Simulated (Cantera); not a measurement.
Charge: 1 mol SiCl4, 0.023 mol Cl2, 20 mol N2, held at 1402 °C and 1 atm.

These are equilibrium values from Cantera (NASA tables, ideal gas, pure condensed phases), not measurements of a reactor. Candidate condensed phases: Si, Si3N4; 13 gas species. The tables' values for SiCl3 are old estimates; treat these amounts as uncertain. Equilibrium is a limit: real reactors are often held back by kinetics, nucleation or transport.

Base state: N2 0.950, SiCl4 0.0466, Cl 0.00261, SiCl3 0.000844, Cl2 0.000243, SiCl2 3.18e-5 (mole fractions); condensed: gas only.

Question: What changes in the equilibrium state with this change: temperature from 1402 °C to 577 °C?

Answer: 
| species | before | after |
|---|---|---|
| N2 | 0.950 | 0.951 |
| SiCl4 | 0.0466 | 0.0476 |
| Cl2 | 0.000243 | 0.00109 |
| Cl | 0.00261 | 9.17e-7 |
| SiCl3 | 0.000844 | <1e-9 |
| SiCl2 | 3.18e-5 | <1e-9 |
